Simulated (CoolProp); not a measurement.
Vapour-liquid equilibrium of benzene (1) + octamethylcyclotetrasiloxane (D4) (2) at 299.3 K; x and y are mole fractions of (1).

Model: multi-fluid Helmholtz-energy mixture model, Thol 2012 and Thol 2015; pair parameters Bell 2016, in CoolProp.

```
x     bubble pressure (MPa)  y at the bubble point  dew pressure at overall composition x (MPa)  liquid density (mol/L)
----  ---------------------  ---------------------  -------------------------------------------  ----------------------
0.05              0.0007966                  0.826                                    0.0001539                       ?
0.2                0.003110                  0.963                                    0.0001824                   3.821
0.35               0.005396                  0.983                                    0.0002237                       ?
0.5                0.007337                  0.990                                    0.0002893                   5.217
0.65                      ?                      ?                                    0.0004093                   6.283
0.8                 0.01077                      ?                                    0.0007000                   7.798
0.95                0.01271                  0.999                                     0.002442                       ?
```

Question: What belongs in the gaps?

Answer: 
- 0.05, liquid density (mol/L): 3.340
- 0.35, liquid density (mol/L): 4.428
- 0.65, bubble pressure (MPa): 0.009040
- 0.65, y at the bubble point: 0.994
- 0.8, y at the bubble point: 0.997
- 0.95, liquid density (mol/L): 10.11

No azeotrope shows between x = 0.05 and 0.95.

Pair parameters are fitted to limited data, so mixtures are less certain than the pure fluids. The gap from Raoult's law changes sign with composition, which may be real or a fault of the pair parameters; it wasn't checked against measurements.
